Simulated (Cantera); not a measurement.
A Cantera script and its output.

```python
import numpy as np
import cantera as ct

gas = ct.Solution("gri30.yaml")


def delay(T, t_max=10):
    gas.TPX = T, 100000, {'H2': 1, 'O2': 0.25, 'N2': 0.94}
    reactor = ct.IdealGasConstPressureReactor(gas, clone=False)
    net = ct.ReactorNet([reactor])
    net.rtol, net.atol = 1e-8, 1e-16
    while net.time < t_max:
        t_old, T_old = net.time, reactor.T
        net.step()
        if reactor.T > T + 400:  # ignition: a rise of 400 K
            return t_old + (T + 400 - T_old) / (reactor.T - T_old) * (net.time - t_old)
    return np.nan


taus = []
for T in [1050, 1150, 1250, 1350, 1450, 1550, 1650, 1750, 1850]:
    taus.append(delay(T))
    print(f"T0 = {T:6g} K   tau = {taus[-1]:.4e} s")
```

It prints:

```
T0 =   1050 K   tau = 1.6823e-04 s
T0 =   1150 K   tau = 7.1192e-05 s
T0 =   1250 K   tau = 4.1124e-05 s
T0 =   1350 K   tau = 2.7834e-05 s
T0 =   1450 K   tau = 2.1310e-05 s
T0 =   1550 K   tau = 1.8085e-05 s
T0 =   1650 K   tau = 1.6716e-05 s
T0 =   1750 K   tau = 1.6530e-05 s
T0 =   1850 K   tau = 1.7184e-05 s
```

Model: GRI-Mech 3.0 (53 species, 325 reactions), integrated in Cantera. Where the delays flatten at high temperature, the 400 K rule measures the pace of heat release, not the induction time.
